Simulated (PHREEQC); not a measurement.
## Copper plating or etch bath (model solution)

Solution (40 °C): 62 mmol/kgw Cu(BF4)2, 0.04 mmol/kgw HNO3 and 0.044 mmol/kgw KCl. It is in equilibrium with CO2 at log p = -3.4 (atm). Otherwise closed; pH follows from the charge balance.

Computed with PHREEQC (ion-association model, wateq4f.dat).

Each row changes one thing in this solution. Precipitation was switched off in this run.

```csv
case,pH,ionic strength (mol/kgw),BF4- (mol/kgw),HF (mol/kgw),BF3OH- (mol/kgw),F- (mol/kgw),SI of CuF2:2H2O (CuF2:2H2O),SI of Tenorite (CuO)
as made,2.63,0.186,0.116,0.00967,0.00565,0.00310,-2.35,-3.52
diluted 2-fold with water,2.75,0.0938,0.0559,0.00788,0.00344,0.00297,-2.53,-3.51
HNO3 left out,2.64,0.186,0.116,0.00966,0.00566,0.00312,-2.34,-3.52
Cu(BF4)2 from 0.062 to 0.124 mol/kgw,?,0.372,0.236,0.0118,0.00902,0.00324,-2.17,-3.56
HNO3 replaced by Cu(NO3)2 at the same molality,2.64,0.187,0.116,0.00966,0.00566,0.00312,-2.34,-3.52
KCl from 4.4e-05 to 0.00044 mol/kgw,2.63,0.187,0.116,0.00967,0.00565,0.00310,-2.35,-3.52
diluted 100-fold with water,3.16,0.00256,0.000245,0.00204,5.94e-5,0.00157,-4.30,-4.08
HNO3 from 4e-05 to 0.0004 mol/kgw,2.61,0.187,0.116,0.00978,0.00559,0.00297,-2.38,-3.57
HNO3 from 4e-05 to 0.0002 mol/kgw,2.62,0.187,0.116,0.00972,0.00562,0.00304,-2.36,?
```

Question: Complete the blanks.

Answer: 
- Cu(BF4)2 from 0.062 to 0.124 mol/kgw, pH: 2.51
- HNO3 from 4e-05 to 0.0002 mol/kgw, SI of Tenorite (CuO): -3.54

Complexes and solids missing from the database can't appear. Constants without temperature data keep their 25 °C values here. Real BF4- forms and hydrolyses slowly; the run takes it at equilibrium.
